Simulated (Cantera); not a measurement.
Equilibrium for silicon nitride deposition: trisilylamine + N2

A closed system holds: 1 mol trisilylamine, 0.21 mol N2, at 0.0120 bar.

Method: chemical equilibrium by Gibbs-energy minimisation in Cantera with the NASA 1993 tables (ideal gas, pure condensed phases). Candidate condensed phases: Si, Si3N4; 18 gas species. The feed counts by its element totals alone. Mutual solubility and eutectic melting of coexisting phases are not modelled. The tables' values for SiN are old estimates; treat these amounts as uncertain. Gases not in the tables: Si2H6 and higher silanes. Rates play no part.

```tsv
T (K)	x H2	x N2	x H	x Si	x SiH	x SiH2	x Si2N	x Si2	n Si(s)	n Si3N4(s)	n Si(l)
823	1.00	<1e-12	6.70e-11	<1e-12	<1e-12	<1e-12	<1e-12	<1e-12	1.94	0.355	0
923	1.00	3.22e-11	2.23e-9	<1e-12	<1e-12	8.30e-12	<1e-12	<1e-12	1.94	0.355	0
1023	1.00	3.73e-9	3.78e-8	<1e-12	<1e-12	1.80e-10	<1e-12	<1e-12	1.94	0.355	0
1123	1.000	1.84e-7	3.89e-7	5.36e-12	1.49e-11	2.26e-9	<1e-12	<1e-12	1.94	0.355	0
1223	1.000	4.78e-6	2.74e-6	2.68e-10	3.81e-10	1.87e-8	<1e-12	<1e-12	1.94	0.355	0
1323	1.000	7.52e-5	1.45e-5	7.39e-9	5.94e-9	1.13e-7	2.50e-11	2.24e-12	1.94	0.355	0
1423	0.999	0.000798	6.06e-5	1.27e-7	6.25e-8	5.26e-7	9.74e-10	9.11e-11	1.94	0.353	0
1523	0.994	0.00617	0.000210	1.50e-6	4.79e-7	1.99e-6	2.33e-8	2.26e-9	1.98	0.341	0
1623	0.963	0.0368	0.000619	1.30e-5	2.81e-6	6.23e-6	3.72e-7	3.74e-8	2.19	0.269	0
1723	0.862	0.136	0.00155	8.19e-5	1.20e-5	1.46e-5	3.27e-6	3.88e-7	0	0	3.00
1823	0.860	0.136	0.00367	0.000368	4.00e-5	3.02e-5	9.66e-6	2.38e-6	0	0	3.00
1923	0.855	0.136	0.00795	0.00141	0.000117	5.75e-5	2.54e-5	1.21e-5	0	0	2.99
2023	0.844	0.134	0.0159	0.00474	0.000307	0.000102	6.04e-5	5.19e-5	0	0	2.97
```
x: gas mole fraction; n: condensed amount in mol.

From 823 K to 1623 K the condensed part is Si(s) + Si3N4(s). From 1723 K to 2023 K the condensed part is Si(l).
